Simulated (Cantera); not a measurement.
A closed system holds: 1 mol n-butane, 0.11 mol NH3, 0.42 mol N2, 0.029 mol O2, equilibrated at 0.133 bar.

Equilibrium computed with Cantera from the NASA thermochemical tables; the gas is ideal and each condensed phase is pure. Candidate condensed phases: C, C6H6, C7H8, C8H18, H2O; 136 gas species. The numbers say what is thermodynamically allowed, not how fast it happens. All values below are at 2700 K.

Base state: H2 0.746, H 0.134, N2 0.0635, HCN 0.0245, C2H2 (acetylene) 0.0176, CO 0.00949, HNC 0.00355, C2H 0.000336 (mole fractions); condensed: C(graphite).

Task: What changes in the equilibrium state with this change: O2 from 0.029 to 0.011 mol?

Result: 
| species | before | after |
|---|---|---|
| H2 | 0.746 | 0.751 |
| H | 0.134 | 0.135 |
| N2 | 0.0635 | 0.0639 |
| CO | 0.00949 | 0.00362 |
| C2H2 (acetylene) | 0.0176 | 0.0177 |
| HCN | 0.0245 | 0.0246 |
| CH3 | 2.56e-5 | 2.58e-5 |
| CH2 | 1.01e-5 | 1.01e-5 |
| C4H2 | 0.000172 | 0.000173 |
| C2H2 (vinylidene) | 2.56e-5 | 2.58e-5 |
| HNC | 0.00355 | 0.00357 |
| C(graphite), mol | 3.54 | 3.58 |
